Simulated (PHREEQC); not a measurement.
A made-up water analysis in mg/kgw, 20 °C, pH 6.51, pe 8.8: Na 27.6; K 0.0446; Ca 23.4; Mg 2.58; Cl 17.9; S(6) as SO4 87.5; Alkalinity as HCO3 9.45; Si as SiO2 0.489; O(0) (dissolved oxygen) 0.0757; Zn 4.91; Cd 4.42; N(5) as NO3 1.65.

Valence states are taken as typed.

All values are PHREEQC results (ion-association model, phreeqc.dat), not measurements.

| Item | Result |
|---|---|
| ionic strength | 0.00409 mol/kgw |
| specific conductance | 268 µS/cm |
| charge-balance error | 6.0 % |

| species | molality | activity | log γ |
|---|---|---|---|
| Na+ | 0.00120 | 0.00112 | -0.029 |
| SO4-2 | 0.000840 | 0.000641 | -0.117 |
| Ca+2 | 0.000538 | 0.000411 | -0.116 |
| Cl- | 0.000504 | 0.000470 | -0.030 |
| HCO3- | 0.000152 | 0.000143 | -0.029 |
| CO2 | 0.000106 | 0.000106 | 0.000 |

Precipitation was switched off in this run.
